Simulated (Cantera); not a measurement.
Thermodynamics of carbon deposition, reforming and gasification, feed C2H6 + H2 + N2

A closed system holds: 1 mol C2H6, 1.6 mol H2, 19 mol N2, equilibrated at 0.000130 bar.

Method: chemical equilibrium by Gibbs-energy minimisation in Cantera with the NASA 1993 tables (ideal gas, pure condensed phases). Candidate condensed phases: C, C6H6, C7H8, C8H18; 110 gas species. Ions and electrons are included (thermal ionisation). Equilibrium is a limit: real reactors are often held back by kinetics, nucleation or transport.

```tsv
T (K)	x N	x N2	x H	x C	x CN	x H2	n C(graphite)
2500	2.10e-5	0.674	0.287	0.00128	0.00742	0.0170	1.15
3000	0.000968	0.629	0.308	0.0361	0.0210	0.000496	0
3500	0.0152	0.616	0.303	0.0589	0.00675	3.43e-5	0
4000	0.114	0.536	0.288	0.0605	0.00194	4.23e-6	0
4500	0.422	0.285	0.240	0.0515	0.000477	6.28e-7	0
5000	0.700	0.0580	0.198	0.0419	8.35e-5	1.23e-7	0
```
x: gas mole fraction; n: condensed amount in mol.

At 2500 K the condensed part is C(graphite). From 3000 K to 5000 K nothing is condensed. The main C-bearing gas is C3 at 2500 K and C at 5000 K.
